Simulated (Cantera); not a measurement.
**Premixed flame**

A freely propagating, adiabatic, planar premixed flame of H2 : O2 : N2 = 1 : 0.25 : 0.94 (molar parts), equivalence ratio 2.0, unburnt at 323 K and 345 Torr; multicomponent transport, grid criteria slope 0.08 and curve 0.16, no radiation.

Cantera simulation using the H2/O2 subset of GRI-Mech 3.0, which has no nitrogen chemistry; the numbers are that mechanism's predictions, not measurements. Burning velocities carry a grid error of a few per cent, more on coarse grids.

```json
[
 {"z (mm)": "-2.88", "T (K)": "323", "u (m/s)": "3.09", "x H2": "0.457", "x O2": "0.114", "x H": "<1e-8", "x O": "<1e-8", "x H2O2": "<1e-8", "x HO2": "<1e-8"},
 {"z (mm)": "-1.92", "T (K)": "323", "u (m/s)": "3.09", "x H2": "0.457", "x O2": "0.114", "x H": "<1e-8", "x O": "<1e-8", "x H2O2": "<1e-8", "x HO2": "<1e-8"},
 {"z (mm)": "-1.44", "T (K)": "323", "u (m/s)": "3.09", "x H2": "0.457", "x O2": "0.114", "x H": "<1e-8", "x O": "<1e-8", "x H2O2": "<1e-8", "x HO2": "<1e-8"},
 {"z (mm)": "-0.959", "T (K)": "323", "u (m/s)": "3.09", "x H2": "0.457", "x O2": "0.114", "x H": "<1e-8", "x O": "<1e-8", "x H2O2": "<1e-8", "x HO2": "1.61e-8"},
 {"z (mm)": "-0.480", "T (K)": "343", "u (m/s)": "3.27", "x H2": "0.454", "x O2": "0.114", "x H": "1.32e-5", "x O": "1.94e-6", "x H2O2": "9.92e-6", "x HO2": "0.000113"},
 {"z (mm)": "-0.240", "T (K)": "644", "u (m/s)": "6.00", "x H2": "0.422", "x O2": "0.106", "x H": "0.00657", "x O": "0.000169", "x H2O2": "5.65e-5", "x HO2": "0.000134"},
 {"z (mm)": "0", "T (K)": "1054", "u (m/s)": "9.54", "x H2": "0.333", "x O2": "0.0753", "x H": "0.0408", "x O": "0.00204", "x H2O2": "1.78e-6", "x HO2": "4.42e-5"},
 {"z (mm)": "0.240", "T (K)": "1326", "u (m/s)": "11.8", "x H2": "0.239", "x O2": "0.0241", "x H": "0.0779", "x O": "0.00306", "x H2O2": "5.56e-7", "x HO2": "1.28e-5"},
 {"z (mm)": "0.480", "T (K)": "1447", "u (m/s)": "12.9", "x H2": "0.209", "x O2": "0.00458", "x H": "0.0860", "x O": "0.00158", "x H2O2": "3.36e-7", "x HO2": "2.33e-6"},
 {"z (mm)": "0.959", "T (K)": "1553", "u (m/s)": "13.7", "x H2": "0.210", "x O2": "0.000626", "x H": "0.0771", "x O": "0.000956", "x H2O2": "2.49e-7", "x HO2": "3.03e-7"},
 {"z (mm)": "1.92", "T (K)": "1662", "u (m/s)": "14.6", "x H2": "0.219", "x O2": "0.000377", "x H": "0.0624", "x O": "0.000749", "x H2O2": "1.72e-7", "x HO2": "1.76e-7"},
 {"z (mm)": "3.84", "T (K)": "1772", "u (m/s)": "15.4", "x H2": "0.229", "x O2": "0.000242", "x H": "0.0469", "x O": "0.000502", "x H2O2": "9.71e-8", "x HO2": "1.12e-7"},
 {"z (mm)": "7.68", "T (K)": "1867", "u (m/s)": "16.1", "x H2": "0.237", "x O2": "0.000133", "x H": "0.0332", "x O": "0.000286", "x H2O2": "4.98e-8", "x HO2": "6.59e-8"}
]
```
x: mole fraction of selected species; z is measured from the peak of heat release.

```json
{
  "laminar_burning_velocity": "309 cm/s",
  "thermal_thickness": "0.959 mm",
  "peak x(H)": "0.0860",
  "peak x(O)": "0.00329",
  "peak x(H2O2)": "7.17e-5",
  "peak x(HO2)": "0.000284"
}
```
